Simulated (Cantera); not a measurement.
Input: 1 mol V, 3.3 mol O₂, 19 mol H₂, held at 100000 Pa.

Cantera equilibrium calculation (NASA polynomials, part measured and part estimated; ideal gas, pure solids and liquids). Candidate condensed phases: H₂O, V, VO, V₂O₃, V₂O₄, V₂O₅; 12 gas species. Condensed phases not in the tables: the oxides between V₂O₃ and V₂O₅ other than VO₂. The numbers say what is thermodynamically allowed, not how fast it happens. All values below are at 2077 °C.

Base state: H₂ 0.722, H₂O 0.264, H 0.0106, VO₂ 0.00267, OH 0.000669, VO 8.14e-5 (mole fractions); condensed: V₂O₃(l).

Question: What changes in the equilibrium state with this change: O₂ from 3.3 to 1.4 mol?

Answer: 
```
species         before     after
------------  --------  --------
H₂               0.722     0.894
H₂O              0.264    0.0927
H               0.0106    0.0118
VO₂            0.00267   0.00117
OH            0.000669  0.000211
VO             8.14e-5  0.000126
V₂O₃(l), mol     0.474         0
VO(l), mol           0     0.975
```
VO: taken at fixed stoichiometry.
